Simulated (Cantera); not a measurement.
A freely propagating, adiabatic, planar premixed flame of C₃H₈ : O₂ : N₂ : H₂O = 1 : 6.33 : 23.8 : 0.83 (molar parts), equivalence ratio 0.79, unburnt at 400 K and 9.87 atm; mixture-averaged transport, grid criteria slope 0.08 and curve 0.16, no radiation.

Computed with Cantera and GRI-Mech 3.0 (53 species, 325 reactions). GRI-Mech 3.0 was tuned for natural gas; its chemistry of propane as a main component is partial and can be far from experiment. Burning velocities carry a grid error of a few per cent, more on coarse grids.

### Question
How do the results move with these cheaper or finer settings: unity-Lewis-number transport; multicomponent transport; multicomponent+Soret transport; grid criteria slope 0.5, curve 1; grid criteria slope 0.25, curve 0.5; grid criteria slope 0.03, curve 0.06?

### Answer
```csv
setting,laminar burning velocity,thermal thickness,peak x(HCN),peak x(H₂),grid points
as above,23.4 cm/s,0.0762 mm,2.89e-7,0.00496,138
unity-Lewis-number transport,21.6 cm/s,0.0778 mm,3.86e-7,0.00550,130
multicomponent transport,23.8 cm/s,0.0768 mm,2.94e-7,0.00504,138
multicomponent+Soret transport,23.6 cm/s,0.0768 mm,2.91e-7,0.00476,139
"grid criteria slope 0.5, curve 1",25.6 cm/s,0.0822 mm,3.05e-7,0.00512,34
"grid criteria slope 0.25, curve 0.5",24.2 cm/s,0.0791 mm,2.81e-7,0.00493,54
"grid criteria slope 0.03, curve 0.06",22.8 cm/s,0.0762 mm,2.75e-7,0.00484,344
```
The base run took very roughly 7 core-seconds.
Unity Lewis numbers drop preferential diffusion, which matters most where H2 and H carry the flame; Soret adds thermal diffusion.
